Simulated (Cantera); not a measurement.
Charge: 1 mol Si(CH3)4, 0.032 mol C2H4, 14 mol H2, at 1250 K and 93.0 mbar.

Cantera equilibrium calculation (NASA polynomials, part measured and part estimated; ideal gas, pure solids and liquids). Candidate condensed phases: C, C6H6, C7H8, C8H18, Si, SiC; 87 gas species. The numbers say what is thermodynamically allowed, not how fast it happens.

Base state: H2 0.999, CH4 0.00102 (mole fractions); condensed: C(graphite) + SiC(s).

Q: What changes in the equilibrium state with this change: pressure from 93.0 mbar to 57.0 mbar?

A: 
| species | before | after |
|---|---|---|
| H2 | 0.999 | 0.999 |
| CH4 | 0.00102 | 0.000626 |
| C(graphite), mol | 3.04 | 3.05 |
| SiC(s), mol | 1.00 | 1.00 |
